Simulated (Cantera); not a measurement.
A diamond (100) surface in a fixed gas of H2 with x(CH4) = 0.0044, x(H) = 0.0051, x(CH3) = 2.9e-05, at 1323 K; coverages are run to steady state.

Detailed kinetics in Cantera: the Harris–Goodwin 1993 mechanism for the reconstructed diamond (100) surface.

θ: site fractions in the mechanism's names (c6HH fully hydrogenated, c6H* and c6*H radical sites, c6** diradical, c6HM methylated).

| P (Pa) | growth (µm/h) | θ c6HH | θ c6H* | θ c6*H | θ c6** |
|---|---|---|---|---|---|
| 990 | [?] | 0.375 | 0.0513 | 0.528 | 0.0460 |
| 1400 | [?] | 0.375 | 0.0513 | 0.528 | 0.0460 |
| 2000 | [?] | 0.375 | 0.0513 | 0.528 | 0.0460 |
| 2900 | [?] | 0.375 | 0.0513 | 0.528 | 0.0460 |
| 4100 | [?] | 0.375 | 0.0513 | 0.528 | 0.0460 |
| 5900 | [?] | 0.375 | 0.0514 | 0.528 | 0.0460 |
| 8400 | [?] | 0.375 | 0.0514 | 0.528 | 0.0460 |
| 12000 | [?] | 0.375 | 0.0514 | 0.528 | 0.0460 |

What belongs in the gaps?


- 990, growth (µm/h): 0.0388
- 1400, growth (µm/h): 0.0599
- 2000, growth (µm/h): 0.0931
- 2900, growth (µm/h): 0.148
- 4100, growth (µm/h): 0.229
- 5900, growth (µm/h): 0.367
- 8400, growth (µm/h): 0.591
- 12000, growth (µm/h): 0.974
